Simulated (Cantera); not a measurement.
Input (Python, Cantera) and output of one run.

```python
import numpy as np
import cantera as ct

gas_names = """
    B BH BH2 BH3 B2 H H2
""".split()
cond_names = """
    B(b) B(L)
""".split()


# ... load() reads the species with a 1 bar reference pressure and builds the phases ...
atoms = {
    'B': {'B': 1},
    'H2': {'H': 2},
}
top_T = {}  # K; cautious upper limits of use, not melting points


# ... equilibrate(T, P, feed) seeds the gas with the atoms and calls Mixture.equilibrate('TP', solver="vcs", rtol=1e-11, max_steps=5000) ...
results = []
feed = {'B': 1, 'H2': 1.9}  # mol
P = 1333.22  # Pa
for T in [1648, 1723, 1798, 1873, 1948, 2023, 2098, 2173, 2248]:
    mix = equilibrate(T, P, feed)
    results.append((T, P, feed, dict(zip(mix.species_names, mix.species_moles))))
    x = sorted(zip(gas.X, gas.species_names), reverse=True)
    print(f"T = {T:g} K  P = {P:g} Pa  gas = {mix.phase_moles(0):.4g} mol")
    print("   x: " + "  ".join(f"{s} {v:.3e}" for v, s in x if v > 1e-05))
    print("   condensed (mol): " + ("  ".join(f"{mix.phase(i).name} {mix.phase_moles(i):.4g}"
          for i in range(1, mix.n_phases) if mix.phase_moles(i) > 1e-12) or "none"))
```

Output:

```
T = 1648 K  P = 1333.22 Pa  gas = 1.901 mol
   x: H2 9.992e-01  H 7.709e-04  BH2 3.971e-05
   condensed (mol): B(b) 0.9999
T = 1723 K  P = 1333.22 Pa  gas = 1.901 mol
   x: H2 9.983e-01  H 1.578e-03  BH2 7.317e-05
   condensed (mol): B(b) 0.9999
T = 1798 K  P = 1333.22 Pa  gas = 1.903 mol
   x: H2 9.968e-01  H 3.044e-03  BH2 1.279e-04
   condensed (mol): B(b) 0.9998
T = 1873 K  P = 1333.22 Pa  gas = 1.905 mol
   x: H2 9.942e-01  H 5.573e-03  BH2 2.133e-04
   condensed (mol): B(b) 0.9996
T = 1948 K  P = 1333.22 Pa  gas = 1.909 mol
   x: H2 9.899e-01  H 9.737e-03  BH2 3.409e-04
   condensed (mol): B(b) 0.9993
T = 2023 K  P = 1333.22 Pa  gas = 1.916 mol
   x: H2 9.831e-01  H 1.631e-02  BH2 5.243e-04  B 1.460e-05
   condensed (mol): B(b) 0.999
T = 2098 K  P = 1333.22 Pa  gas = 1.925 mol
   x: H2 9.729e-01  H 2.629e-02  BH2 7.780e-04  B 4.728e-05
   condensed (mol): B(b) 0.9984
T = 2173 K  P = 1333.22 Pa  gas = 1.94 mol
   x: H2 9.578e-01  H 4.090e-02  BH2 1.116e-03  B 1.410e-04  BH 2.033e-05
   condensed (mol): B(b) 0.9975
T = 2248 K  P = 1333.22 Pa  gas = 1.961 mol
   x: H2 9.364e-01  H 6.157e-02  BH2 1.549e-03  B 3.906e-04  BH 4.440e-05
   condensed (mol): B(b) 0.9961
```

Cantera equilibrium calculation (NASA polynomials, part measured and part estimated; ideal gas, pure solids and liquids). The tables' values for BH2 are old estimates; treat these amounts as uncertain.
